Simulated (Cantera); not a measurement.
What does this Cantera script print?

```python
import numpy as np
import cantera as ct

gas_names = """
    C CH CH2 CH3 CH4 C2 C2H C2H2,acetylene C2H2,vinylidene C2H3,vinyl C2H4 C2H5 C2H6 C3 C3H3,propargyl
    C3H4,allene C3H4,propyne C3H4,cyclo- C3H5,allyl C3H6,propylene C3H6,cyclo- C3H7,n-propyl
    C3H7,i-propyl C3H8 C4 C4H2 C4H4,1,3-cyclo- C4H6,butadiene C4H6,2-butyne C4H6,cyclo- C4H8,1-butene
    C4H8,cis2-buten C4H8,tr2-butene C4H8,isobutene C4H8,cyclo- C4H9,n-butyl C4H9,i-butyl C4H9,s-butyl
    C4H9,t-butyl C4H10,isobutane C4H10,n-butane C5 C5H6,1,3cyclo- C5H8,cyclo- C5H10,1-pentene
    C5H10,cyclo- C5H11,pentyl C5H11,t-pentyl C5H12,n-pentane C5H12,i-pentane CH3C(CH3)2CH3 C6H2
    C6H5,phenyl C6H6 C6H10,cyclo- C6H12,1-hexene C6H12,cyclo- C6H13,n-hexyl C7H7,benzyl C7H8
    C7H14,1-heptene C7H15,n-heptyl C7H16,n-heptane C8H8,styrene C8H10,ethylbenz C8H16,1-octene
    C8H17,n-octyl C8H18,isooctane C8H18,n-octane C9H19,n-nonyl C10H8,naphthale C10H21,n-decyl
    C12H9,o-bipheny C12H10,bipheny H H2
""".split()
cond_names = """
    C(gr) C6H6(L) C7H8(L) C8H18(L),n-octa
""".split()


def load(file, names, dense=False):
    # The tables refer to 1 bar. Condensed volumes are neglected.
    table = {s.name: s for s in ct.Species.list_from_file(file)}
    out = []
    for n in names:
        d = dict(table[n].input_data)
        d["thermo"] = dict(d["thermo"], **{"reference-pressure": 1e5})
        if dense:
            d["equation-of-state"] = {"model": "constant-volume", "density": "1e6 g/cm^3"}
        out.append(ct.Species.from_dict(d))
    return out


gas = ct.Solution(thermo="ideal-gas", species=load("nasa_gas.yaml", gas_names))
cond = {s.name: ct.Solution(thermo="fixed-stoichiometry", species=[s], name=s.name)
        for s in load("nasa_condensed.yaml", cond_names, dense=True)}
atoms = {
    'C3H8': {'C': 3, 'H': 8},
    'H2': {'H': 2},
}
top_T = {'C(gr)': 4500}  # K; cautious upper limits of use, not melting points


def equilibrate(T, P, feed):
    n = {}
    for name, mol in feed.items():
        for a, k in atoms[name].items():
            n[a] = n.get(a, 0.0) + k * mol
    gas.TPX = T, P, n
    mass = sum(n.values()) * gas.mean_molecular_weight
    gas.equilibrate("TP")
    valid = [c for c in cond.values() if c.min_temp <= T <= top_T.get(c.name, c.max_temp)]
    mix = ct.Mixture([(gas, mass / gas.mean_molecular_weight)] + [(c, 0.0) for c in valid])
    mix.T, mix.P = T, P
    mix.equilibrate("TP", solver="vcs", rtol=1e-11, max_steps=5000)
    return mix


results = []
feed = {'C3H8': 1, 'H2': 61}  # mol
T = 2648.15  # K
P = 2100000  # Pa
mix = equilibrate(T, P, feed)
results.append((T, P, feed, dict(zip(mix.species_names, mix.species_moles))))
print(gas.report(threshold=0.001))
for i in range(1, mix.n_phases):
    print(f"{mix.phase(i).name:16s} {mix.phase_moles(i):12.5e} mol")
```

It prints:

```
       temperature   2648.2 K
          pressure   2.1e+06 Pa
           density   0.23965 kg/m^3
  mean mol. weight   2.5126 kg/kmol
   phase of matter   gas

                          1 kg             1 kmol
                     ---------------   ---------------
          enthalpy        3.3509e+07        8.4195e+07  J
   internal energy        2.4746e+07        6.2177e+07  J
           entropy             70569        1.7732e+05  J/K
    Gibbs function       -1.5337e+08       -3.8536e+08  J
 heat capacity c_p             14781             37140  J/K
 heat capacity c_v             11472             28826  J/K

                      mass frac. Y      mole frac. X     chem. pot. / RT
                     ---------------   ---------------   ---------------
               CH4          0.015061         0.0023589           -38.196
    C2H2,acetylene            0.1955          0.018865           -24.195
                 H         0.0040077         0.0099901           -8.6996
                H2           0.77661           0.96793           -17.399
     [  +72 minor]          0.008826        0.00085756

C(gr)             2.81987e-01 mol
```

Method: chemical equilibrium by Gibbs-energy minimisation in Cantera with the NASA 1993 tables (ideal gas, pure condensed phases).
